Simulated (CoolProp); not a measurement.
A single-stage vapour-compression cycle with R152A: evaporating at 320.15 K (dew point), condensing at 374.15 K (bubble point), superheat 10 K, subcooling 8 K, compressor efficiency 0.8, no pressure losses. Each further row changes one setting.

Model: reference Helmholtz-energy equation of state, Outcalt 1996, in CoolProp. It is a modified Benedict-Webb-Rubin equation, recast in Helmholtz form.

```tsv
case	cooling COP	pressure ratio	discharge temperature (K)	refrigerating effect (kJ/kg)	volumetric capacity (kJ/m³)
as stated	3.31	3.27	400.5	166	5340
evaporating temperature 325.15 K	…	2.89	…	…	6170
condensing temperature 369.15 K	3.86	2.97	394.2	178	5720
subcooling 13 K	3.56	3.27	400.5	179	5740
superheat 20 K	3.36	3.27	409.7	180	5460
compressor efficiency 0.7	2.90	3.27	404.3	166	5340
```

**Question.** Fill in the missing entries.

**Answer.** 
- evaporating temperature 325.15 K, cooling COP: 3.80
- evaporating temperature 325.15 K, discharge temperature (K): 398.9
- evaporating temperature 325.15 K, refrigerating effect (kJ/kg): 169
